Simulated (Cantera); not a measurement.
SiH₂Cl₂ + NH₃ + N₂ (silicon nitride deposition)

Feed: 1 mol SiH₂Cl₂, 0.34 mol NH₃, 1.5 mol N₂, equilibrated at 0.000620 bar.

These are equilibrium values from Cantera (NASA tables, ideal gas, pure condensed phases), not measurements of a reactor. Candidate condensed phases: NH₄Cl, Si, Si₃N₄; 28 gas species. The tables' values for SiCl₃, SiCl are old estimates; treat these amounts as uncertain. The numbers say what is thermodynamically allowed, not how fast it happens.

```
T (K)  x HCl   x N₂   x H₂   x SiCl₂   x SiCl₄   x SiCl₃  n Si₃N₄(s)
-----  -----  -----  -----  --------  --------  --------  ----------
975    0.422  0.315  0.224   1.14e-5    0.0385  0.000124       0.288
1025   0.431  0.313  0.220   6.00e-5    0.0360  0.000322       0.291
1075   0.438  0.312  0.215  0.000270    0.0335  0.000756       0.293
1125   0.443  0.311  0.212   0.00105    0.0309   0.00162       0.294
1175   0.445  0.311  0.210   0.00355    0.0276   0.00317       0.293
1225   0.439  0.312  0.210    0.0104    0.0229   0.00549       0.287
1275   0.421  0.315  0.214    0.0255    0.0163   0.00800       0.274
1325   0.384  0.323  0.224    0.0510   0.00910   0.00924       0.249
1375   0.332  0.333  0.240    0.0825   0.00389   0.00835       0.216
1425   0.274  0.345  0.260     0.113   0.00137   0.00630       0.180
1475   0.220  0.355  0.279     0.140  0.000442   0.00427       0.146
1525   0.174  0.365  0.296     0.162  0.000138   0.00274       0.116
1575   0.136  0.372  0.309     0.179   4.30e-5   0.00172      0.0916
```
x: gas mole fraction; n: condensed amount in mol.

From 975 K to 1575 K the condensed part is Si₃N₄(s). The main Si-bearing gas is SiCl₄ at 975 K and SiCl₂ at 1575 K. The share of Si in condensed phases is highest at 1125 K (88.2 %) and lowest at 1575 K (27.5 %).
